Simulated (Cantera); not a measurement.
**Adiabatic ignition**

An adiabatic, constant-volume homogeneous reactor starts with 4.30 % CH4, 19.6 % O2, 73.6 % N2, 2.50 % H2O, equivalence ratio 0.44, at 1623 K and 1200 Torr.

Computed with Cantera and GRI-Mech 3.0 (53 species, 325 reactions).

```csv
t (s),T (K),P (bar),x CH4,x O2,x H2O,x N2O,x CH2O
2.00e-6,1623,1.60,0.0430,0.196,0.0250,2.27e-12,2.04e-8
4.31e-6,1623,1.60,0.0430,0.196,0.0250,7.25e-12,1.12e-7
9.28e-6,1623,1.60,0.0430,0.196,0.0250,2.56e-11,6.00e-7
2.00e-5,1623,1.60,0.0430,0.196,0.0250,9.72e-11,3.33e-6
4.31e-5,1623,1.60,0.0430,0.196,0.0250,3.73e-10,2.07e-5
9.28e-5,1624,1.60,0.0426,0.196,0.0253,1.50e-9,0.000157
0.000200,1694,1.68,0.0322,0.187,0.0347,2.14e-8,0.00210
0.000431,2586,2.57,<1e-12,0.106,0.102,1.33e-6,7.59e-12
0.000928,2582,2.57,<1e-12,0.105,0.102,1.33e-6,7.42e-12
0.00200,2576,2.56,<1e-12,0.104,0.102,1.33e-6,7.14e-12
0.00431,2567,2.55,<1e-12,0.101,0.102,1.36e-6,6.74e-12
0.00928,2560,2.54,<1e-12,0.0995,0.102,1.40e-6,6.41e-12
0.0200,2557,2.54,<1e-12,0.0987,0.102,1.41e-6,6.29e-12
0.0431,2557,2.54,<1e-12,0.0987,0.102,1.41e-6,6.28e-12
0.0928,2557,2.54,<1e-12,0.0987,0.102,1.41e-6,6.28e-12
0.200,2557,2.54,<1e-12,0.0987,0.102,1.41e-6,6.28e-12
```
x: mole fraction; the columns are a selection and need not sum to one.

```json
{
  "time_of_steepest_temperature_rise": "0.219 ms",
  "temperature at 0.200 s": "2557 K",
  "equilibrium_temperature": "2557 K",
  "x(CH4) at 0.200 s": "<1e-12 (gas-phase equilibrium <1e-12)",
  "x(O2) at 0.200 s": "0.0987 (gas-phase equilibrium 0.0987)",
  "x(H2O) at 0.200 s": "0.102 (gas-phase equilibrium 0.102)"
}
```
